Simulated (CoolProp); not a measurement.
Vapour-liquid equilibrium of R22 (1) + n-hexane (2) at 0.0782 MPa; x and y are mole fractions of (1).

Computed with CoolProp (multi-fluid Helmholtz-energy mixture model, Kamei 1995 and Thol 2019; pair parameters Bell 2016).

**Question.** Give the bubble temperature and the first vapour's composition at x = 0.2, 0.275, 0.8. Is there an azeotrope?

**Answer.** x = 0.2: 251.9 K, y = 0.981; x = 0.275: 245.0 K, y = 0.989; x = 0.8: 230.6 K, y = 0.998. No azeotrope shows between x = 0.05 and 0.95.

Pair parameters are fitted to limited data, so mixtures are less certain than the pure fluids. With so large a gap from Raoult's law the liquid may split in two, which this calculation doesn't test in full.
